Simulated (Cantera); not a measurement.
A Cantera script and what it prints.

```python
import numpy as np
import cantera as ct

gas_names = """
    N NO NO2 NO3 N2 N2O O O2 O3 Si SiN SiO SiO2 Si2 Si2N Si3
""".split()
cond_names = """
    Si(cr) Si(L) SiO2(Lqz) SiO2(hqz) SiO2(L) Si2N2O(s) Si3N4(a)
""".split()


def load(file, names, dense=False):
    # The tables refer to 1 bar. Condensed volumes are neglected.
    table = {s.name: s for s in ct.Species.list_from_file(file)}
    out = []
    for n in names:
        d = dict(table[n].input_data)
        d["thermo"] = dict(d["thermo"], **{"reference-pressure": 1e5})
        if dense:
            d["equation-of-state"] = {"model": "constant-volume", "density": "1e6 g/cm^3"}
        out.append(ct.Species.from_dict(d))
    return out


gas = ct.Solution(thermo="ideal-gas", species=load("nasa_gas.yaml", gas_names))
cond = {s.name: ct.Solution(thermo="fixed-stoichiometry", species=[s], name=s.name)
        for s in load("nasa_condensed.yaml", cond_names, dense=True)}
atoms = {
    'Si3N4': {'Si': 3, 'N': 4},
    'N2O': {'N': 2, 'O': 1},
    'N2': {'N': 2},
}
top_T = {'Si2N2O(s)': 2100, 'Si3N4(a)': 2400}  # K; cautious upper limits of use, not melting points


def equilibrate(T, P, feed):
    n = {}
    for name, mol in feed.items():
        for a, k in atoms[name].items():
            n[a] = n.get(a, 0.0) + k * mol
    gas.TPX = T, P, n
    mass = sum(n.values()) * gas.mean_molecular_weight
    gas.equilibrate("TP")
    valid = [c for c in cond.values() if c.min_temp <= T <= top_T.get(c.name, c.max_temp)]
    mix = ct.Mixture([(gas, mass / gas.mean_molecular_weight)] + [(c, 0.0) for c in valid])
    mix.T, mix.P = T, P
    mix.equilibrate("TP", solver="vcs", rtol=1e-11, max_steps=5000)
    return mix


results = []
feed = {'Si3N4': 1, 'N2O': 0.47, 'N2': 16}  # mol
P = 0.63  # Pa
for T in [900, 1000, 1100, 1200, 1300, 1400, 1500, 1600, 1700]:
    mix = equilibrate(T, P, feed)
    results.append((T, P, feed, dict(zip(mix.species_names, mix.species_moles))))
    x = sorted(zip(gas.X, gas.species_names), reverse=True)
    print(f"T = {T:g} K  P = {P:g} Pa  gas = {mix.phase_moles(0):.4g} mol")
    print("   x: " + "  ".join(f"{s} {v:.3e}" for v, s in x if v > 0.001))
    print("   condensed (mol): " + ("  ".join(f"{mix.phase(i).name} {mix.phase_moles(i):.4g}"
          for i in range(1, mix.n_phases) if mix.phase_moles(i) > 1e-12) or "none"))
```

Output:

```
T = 900 K  P = 0.63 Pa  gas = 16.63 mol
   x: N2 1.000e+00
   condensed (mol): Si2N2O(s) 0.47  Si3N4(a) 0.6867
T = 1000 K  P = 0.63 Pa  gas = 16.63 mol
   x: N2 1.000e+00
   condensed (mol): Si2N2O(s) 0.47  Si3N4(a) 0.6867
T = 1100 K  P = 0.63 Pa  gas = 16.63 mol
   x: N2 1.000e+00
   condensed (mol): Si2N2O(s) 0.47  Si3N4(a) 0.6867
T = 1200 K  P = 0.63 Pa  gas = 16.63 mol
   x: N2 1.000e+00
   condensed (mol): Si2N2O(s) 0.47  Si3N4(a) 0.6867
T = 1300 K  P = 0.63 Pa  gas = 16.63 mol
   x: N2 9.998e-01
   condensed (mol): Si2N2O(s) 0.4665  Si3N4(a) 0.6878
T = 1400 K  P = 0.63 Pa  gas = 16.85 mol
   x: N2 9.900e-01  SiO 9.838e-03
   condensed (mol): Si2N2O(s) 0.3042  Si3N4(a) 0.7412
T = 1500 K  P = 0.63 Pa  gas = 18.97 mol
   x: N2 9.735e-01  SiO 2.477e-02  Si 1.671e-03
   condensed (mol): Si(cr) 2.498
T = 1600 K  P = 0.63 Pa  gas = 19.24 mol
   x: N2 9.600e-01  SiO 2.443e-02  Si 1.548e-02
   condensed (mol): Si(cr) 2.228
T = 1700 K  P = 0.63 Pa  gas = 21.25 mol
   x: N2 8.692e-01  Si 1.077e-01  SiO 2.212e-02
   condensed (mol): Si(L) 0.1991
```

Cantera equilibrium calculation (NASA polynomials, part measured and part estimated; ideal gas, pure solids and liquids). Mutual solubility and eutectic melting of coexisting phases are not modelled. The tables' values for SiN are old estimates; treat these amounts as uncertain.
